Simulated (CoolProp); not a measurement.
The fluoroketone C6F12O (FK-5-1-12) along the isobar 101 kPa: fugacity coefficient from the reference equation and from simpler models built on Tc = 168.7 °C, pc = 1869 kPa, ω = 0.471; each cubic takes its own stable root.

The numbers come from the reference Helmholtz-energy equation of state, McLinden 2015 in CoolProp.

```csv
T (°C),phase,reference,van der Waals,Redlich-Kwong,Soave-Redlich-Kwong
-44.65,liquid,0.006503,0.6178,0.06616,0.006876
-30.25,liquid,0.01955,0.8956,0.1415,0.02017
-15.95,liquid,0.04997,0.9443,0.2698,0.05081
-1.65,liquid,0.1124,0.9506,0.4708,0.1134
12.65,liquid,0.2275,0.9560,0.7630,0.2288
26.95,liquid,0.4210,0.9606,0.9463,0.4233
41.35,liquid,0.7247,0.9645,0.9527,0.7299
55.65,gas,0.9441,0.9679,0.9581,0.9501
69.95,gas,0.9524,0.9709,0.9627,0.9564
84.25,gas,0.9591,0.9735,0.9667,0.9617
```

At some of these states van der Waals, Redlich-Kwong gives the other phase, because its saturation line lies elsewhere.
